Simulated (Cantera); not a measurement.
Input: 1 mol Fe₃O₄, 0.77 mol CO, 1 mol H₂, 3.5 mol CH₄, equilibrated at 13300 Pa.

Equilibrium computed with Cantera from the NASA thermochemical tables; the gas is ideal and each condensed phase is pure. Candidate condensed phases: C, C₆H₆, C₇H₈, C₈H₁₈, Fe, Fe(CO)₅, FeO, Fe(OH)₂, Fe(OH)₃, Fe₂O₃, Fe₃O₄, H₂O; 114 gas species. The numbers say what is thermodynamically allowed, not how fast it happens.

**Question.** At 1725 K, list the 5 most abundant gas species with their mole fractions, and the condensed phases.

**Answer.** H₂ 0.616, CO 0.342, H₂O 0.0352, CO₂ 0.00555, H 0.000399. Condensed: Fe(δ).
